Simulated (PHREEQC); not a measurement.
PHREEQC input (Pitzer model, pitzer.dat):

```
SOLUTION 1
  temp 25
  units mol/kgw
  pH 7 charge
  C(4) 0.41
  K 0.8278
  S(6) 0.0039
END
USE solution 1
INCREMENTAL_REACTIONS false
REACTION 1
  H2O -1
  0 9.886 18.011 24.689 30.178 34.689 38.397 41.444
  43.949 46.007 47.699 49.089 50.232 51.172 51.944 52.578
  53.1 53.528 53.88 54.17 54.408 54.603 54.764 54.896 moles
EQUILIBRIUM_PHASES 1
  Arcanite 0 0
  Kalicinite 0 0
  Misenite 0 0
  CO2(g) -3.4 10
SELECTED_OUTPUT 1
  -reset false
  -pH true
  -pe true
  -ionic_strength true
  -water true
  -activities H2O
  -totals C K S
  -molalities H+ K+ CO3-2 SO4-2 OH- HCO3- CO2 HSO4-
  -equilibrium_phases Arcanite Kalicinite Misenite
PRINT
  -reset false
END
```

Selected output (columns that matter, 16 of 24 rows; water left (kg) added in front):

```
water left (kg)	pH	mu	C	K	S	m_H+	m_K+	m_CO3-2	m_SO4-2	m_OH-	m_HCO3-	la_H2O	Arcanite	Kalicinite
0.998822	10.127	1.1723	0.48124	0.82878	0.0039046	1.9487e-10	0.82878	0.33957	0.0039046	0.00017307	0.14165	-0.0083004	0	0
0.674556	10.195	1.7539	0.69454	1.2272	0.0057816	1.9686e-10	1.2272	0.5209	0.0057816	0.00018493	0.17362	-0.012094	0	0
0.554336	10.232	2.1433	0.83607	1.4933	0.0070354	1.9793e-10	1.4933	0.643	0.0070354	0.00018773	0.19307	-0.014683	0	0
0.374322	10.315	3.1957	1.2166	2.2115	0.010419	1.9771e-10	2.2115	0.97382	0.010419	0.0001847	0.2428	-0.022042	0	0
0.307573	10.365	3.8991	1.4708	2.6914	0.01268	1.9509e-10	2.6914	1.195	0.01268	0.00017807	0.2758	-0.027349	0	0
0.207619	10.486	5.7952	2.1601	3.9871	0.018784	1.8112e-10	3.9871	1.7893	0.018784	0.00015351	0.3708	-0.04352	0	0
0.170556	10.561	7.059	2.6251	4.8535	0.022866	1.6853e-10	4.8535	2.1826	0.022866	0.00013584	0.44252	-0.055918	0	0
0.114998	10.748	10.444	3.9092	7.1917	0.030571	1.3234e-10	7.1917	3.2213	0.030571	9.3115e-05	0.68789	-0.095561	0.00038442	0
0.0943453	10.861	12.636	4.8007	8.7276	0.018059	1.1438e-10	8.7276	3.8907	0.018059	7.0519e-05	0.91	-0.1261	0.0021962	0
0.0620496	10.979	15.141	5.8764	10.514	0.01043	9.5667e-11	10.514	4.6166	0.01043	5.0483e-05	1.2598	-0.16461	0.0032528	0.16891
0.0495913	10.979	15.141	5.8764	10.514	0.01043	9.5667e-11	10.514	4.6166	0.01043	5.0483e-05	1.2598	-0.16461	0.0033828	0.29963
0.0309234	10.979	15.141	5.8764	10.514	0.01043	9.5667e-11	10.514	4.6166	0.01043	5.0483e-05	1.2598	-0.16461	0.0035775	0.49552
0.0240065	10.979	15.141	5.8764	10.514	0.01043	9.5667e-11	10.514	4.6166	0.01043	5.0483e-05	1.2598	-0.16461	0.0036496	0.5681
0.0136311	10.979	15.141	5.8764	10.514	0.01043	9.5667e-11	10.514	4.6166	0.01043	5.0483e-05	1.2598	-0.16461	0.0037578	0.67697
0.00979926	10.979	15.141	5.8764	10.514	0.01043	9.5667e-11	10.514	4.6166	0.01043	5.0483e-05	1.2598	-0.16461	0.0037978	0.71718
0.00404169	10.979	15.141	5.8764	10.514	0.01043	9.5667e-11	10.514	4.6166	0.01043	5.0483e-05	1.2598	-0.16461	0.0038578	0.77759
```
